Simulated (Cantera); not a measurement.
Adiabatic ignition

An adiabatic, constant-pressure homogeneous reactor starts with 1.82 % CH₄, 0.0711 % CO, 10.2 % O₂, 87.9 % N₂, equivalence ratio 0.36, at 1098 K and 24.0 bar.

Model: GRI-Mech 3.0 (53 species, 325 reactions), integrated in Cantera. The pressure lies above the range GRI-Mech 3.0 was tuned for (to about 10 atm).

```
t (s)     T (K)   x CH₄      x CO    x O₂   x HCN     x CH₃
--------  -----  ------  --------  ------  ------  --------
1.00e-6    1098  0.0182  0.000711   0.102  <1e-12  2.68e-10
2.51e-6    1098  0.0182  0.000711   0.102  <1e-12  6.89e-10
6.31e-6    1098  0.0182  0.000711   0.102  <1e-12   1.75e-9
1.58e-5    1098  0.0182  0.000711   0.102  <1e-12   4.48e-9
3.98e-5    1098  0.0182  0.000711   0.102  <1e-12   1.16e-8
0.000100   1098  0.0182  0.000711   0.102  <1e-12   3.17e-8
0.000251   1098  0.0182  0.000711   0.102  <1e-12   9.67e-8
0.000631   1098  0.0182  0.000711   0.102  <1e-12   3.16e-7
0.00158    1098  0.0182  0.000711   0.102  <1e-12   6.44e-7
0.00398    1098  0.0182  0.000712   0.102  <1e-12   1.03e-6
0.0100     1105  0.0174  0.000906   0.101  <1e-12   4.29e-6
0.0251     1521  <1e-12   1.01e-7  0.0655  <1e-12    <1e-12
0.0631     1521  <1e-12   1.01e-7  0.0655  <1e-12    <1e-12
0.158      1521  <1e-12   1.01e-7  0.0655  <1e-12    <1e-12
0.398      1521  <1e-12   1.01e-7  0.0655  <1e-12    <1e-12
1.00       1521  <1e-12   1.01e-7  0.0655  <1e-12    <1e-12
```
x: mole fraction; the columns are a selection and need not sum to one.

time of steepest temperature rise: 12.4 ms
temperature at 1.00 s: 1521 K
equilibrium temperature: 1519 K
x(CH₄) at 1.00 s: <1e-12 (gas-phase equilibrium <1e-12)
x(CO) at 1.00 s: 1.01e-7 (gas-phase equilibrium 9.83e-8)
x(O₂) at 1.00 s: 0.0655 (gas-phase equilibrium 0.0651)
